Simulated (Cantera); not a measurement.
Mixture: CO : H2 : CH4 : O2 : N2 = 1 : 0.083 : 0.48 : 3.06 : 11.5 (molar parts), equivalence ratio 0.49, at 10.0 bar, adiabatic and at constant volume. Ignition delay is the time to a rise of 400 K.

Computed with Cantera and GRI-Mech 3.0 (53 species, 325 reactions).

Task: What does this change do: CH4 0.48 to 0.23 parts?

Result: 
| quantity | before | after |
|---|---|---|
| delay at 1250 K | 0.471 ms | 0.214 ms |
| delay at 1400 K | 0.123 ms | 57.2 µs |
| delay at 1550 K | 40.3 µs | 22.2 µs |
| delay at 1700 K | 15.9 µs | 11.3 µs |
| apparent activation energy between 1625 and 1775 K | 140 kJ/mol | 93 kJ/mol |
